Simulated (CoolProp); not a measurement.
Properties of toluene along the isobar 0.101 MPa (Tc = 318.6 °C, pc = 4.126 MPa, ω = 0.266).

Values from CoolProp's reference Helmholtz-energy equation of state, Lemmon 2006. It is a short technical equation, of lower accuracy than the large ones.

```
T (°C)   phase  cp (kJ/(kg K))  speed of sound (m/s)  expansivity (1/kK)  conductivity (mW/(m K))  fugacity coefficient
------  ------  --------------  --------------------  ------------------  -----------------------  --------------------
4.45    liquid           1.638                  1392               1.049                      136               0.01187
34.35   liquid           1.731                  1263               1.098                      128               0.05985
64.35   liquid           1.834                  1141               1.166                      119                0.2153
94.25   liquid           1.942                  1023               1.259                      111                0.5992
124.15     gas           1.540                 189.3               2.856                     19.0                0.9657
154.15     gas           1.637                 197.2               2.574                     22.0                0.9734
184.05     gas           1.733                 204.7               2.354                     25.1                0.9789
214.05     gas           1.825                 211.8               2.176                     28.3                0.9829
243.95     gas           1.914                 218.5               2.027                     31.6                0.9860
```

Thermal conductivity comes from a separate model (Assael 2012).
